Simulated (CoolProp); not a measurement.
Vapour-liquid equilibrium of propane (1) + cyclopropane (2) at 0.881 MPa; x and y are mole fractions of (1).

Values from CoolProp's multi-fluid Helmholtz-energy mixture model, Lemmon 2009 and Polt 1992; pair parameters Bell 2016. This equation is an older, rougher fit; its heat capacities, sound speeds and derivatives of the liquid may be far off and weren't checked against measurements.

### Question
Give the bubble temperature and the first vapour's composition at x = 0.05, 0.2, 0.65. Is there an azeotrope?

### Answer
x = 0.05: 31.3 °C, y = 0.072; x = 0.2: 28.5 °C, y = 0.261; x = 0.65: 23.2 °C, y = 0.688. No azeotrope shows between x = 0.05 and 0.95.

The pair parameters rest on a limited set of measurements; away from them the model extrapolates.
